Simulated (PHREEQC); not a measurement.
# Metal-bearing waste water: speciation

Dissolve 14 mmol/kgw FeCl3, 0.035 mmol/kgw NaHCO3 and 1.4 mmol/kgw Na2SO4 at 25 °C. Closed to the air; pH follows from the charge balance.

The numbers come from PHREEQC with the ion-association model, phreeqc.dat.

No solid was allowed to form.

### Question
Predict the pH, ionic strength.

### Answer
pH 2.29; ionic strength 0.0682 mol/kgw.

### Question
In which forms is Fe present?

### Answer
Fe+3 33 %, FeOH+2 20 %, Fe2(OH)2+4 19 %, FeCl+2 15 %, FeSO4+ 7.9 %, Fe3(OH)4+5 3.2 % of the Fe.

The solution is supersaturated, for example in Hematite (slow to form), Goethite (slow to form), so a real one may precipitate; this is no full list. Species that the database lacks are ignored.
